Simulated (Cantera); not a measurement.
Abatement and gas-phase synthesis: N2O + H2O + N2

A closed system holds: 1 mol N2O, 0.19 mol H2O, 2.4 mol N2, equilibrated at 8.90 bar.

Method: chemical equilibrium by Gibbs-energy minimisation in Cantera with the NASA 1993 tables (ideal gas, pure condensed phases). Candidate condensed phases: H2O; 24 gas species. Equilibrium is a limit: real reactors are often held back by kinetics, nucleation or transport.

| T (°C) | x N2 | x O2 | x H2O | x NO | x O | x OH |
|---|---|---|---|---|---|---|
| 2477 | 0.814 | 0.105 | 0.0406 | 0.0246 | 0.00483 | 0.00912 |
| 2527 | 0.813 | 0.103 | 0.0397 | 0.0262 | 0.00586 | 0.0102 |
| 2577 | 0.811 | 0.102 | 0.0388 | 0.0278 | 0.00705 | 0.0113 |
| 2627 | 0.809 | 0.100 | 0.0378 | 0.0294 | 0.00842 | 0.0125 |
| 2677 | 0.807 | 0.0981 | 0.0367 | 0.0310 | 0.00999 | 0.0138 |
| 2727 | 0.805 | 0.0961 | 0.0355 | 0.0326 | 0.0118 | 0.0151 |
| 2777 | 0.803 | 0.0941 | 0.0343 | 0.0342 | 0.0138 | 0.0164 |
| 2827 | 0.800 | 0.0919 | 0.0329 | 0.0358 | 0.0160 | 0.0177 |
| 2877 | 0.797 | 0.0896 | 0.0315 | 0.0373 | 0.0185 | 0.0190 |
| 2927 | 0.794 | 0.0872 | 0.0300 | 0.0388 | 0.0213 | 0.0202 |
| 2977 | 0.791 | 0.0847 | 0.0284 | 0.0402 | 0.0244 | 0.0215 |
x: gas mole fraction; nothing condenses.

From 2477 °C to 2977 °C nothing is condensed.
